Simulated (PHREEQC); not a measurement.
# Hard or scaling water (model solution)

A solution holds 0.0021 mol/kgw CaCl2, 0.0006 mol/kgw NaF and 0.0012 mol/kgw KCl, at 20 °C. Closed to the air; pH follows from the charge balance.

All values are PHREEQC results (ion-association model, phreeqc.dat), not measurements.

Each row changes one thing in this solution. Precipitation was switched off in this run.

```
case                                          pH  NaF (mol/kgw)  HF (mol/kgw)  CaOH+ (mol/kgw)  SI of Fluorite (CaF2)  SI of Halite (NaCl)
------------------------------------------  ----  -------------  ------------  ---------------  ---------------------  -------------------
as made                                     7.19        1.71e-7       4.87e-8          4.09e-9                  +1.30                -7.14
KCl replaced by MgCl2 at the same molality  7.13        1.60e-7       5.21e-8          3.49e-9                  +1.23                -7.06
KCl left out                                7.19        1.74e-7       4.89e-8          4.17e-9                  +1.31                -7.24
temperature from 20 to 90 °C                6.48        1.66e-7       9.70e-7         7.76e-10                  +0.78                -7.20
KCl from 0.0012 to 0.00108 mol/kgw          7.19        1.72e-7       4.87e-8          4.09e-9                  +1.30                -7.15
diluted 10-fold with water                  7.10        1.94e-9       6.37e-9         3.97e-10                  -1.54                -9.08
```

Some of these states are supersaturated (in Fluorite, for instance). Constants without temperature data keep their 25 °C values here.
